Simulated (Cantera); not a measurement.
Input: 1 mol HgO, 3.9 mol H₂, 41 mol N₂, equilibrated at 600 °C and 2200 Pa.

Method: chemical equilibrium by Gibbs-energy minimisation in Cantera with the NASA 1993 tables (ideal gas, pure condensed phases). Candidate condensed phases: H₂O, Hg, HgO; 25 gas species. Equilibrium is a limit: real reactors are often held back by kinetics, nucleation or transport.

What is the equilibrium state?


```json
{
  "x(N₂)": "0.893",
  "x(H₂)": "0.0632",
  "x(H₂O)": "0.0218",
  "x(Hg)": "0.0218",
  "gas_amount": "45.90 mol",
  "log10 activity of Hg(l) (absent)": "-4.67"
}
```
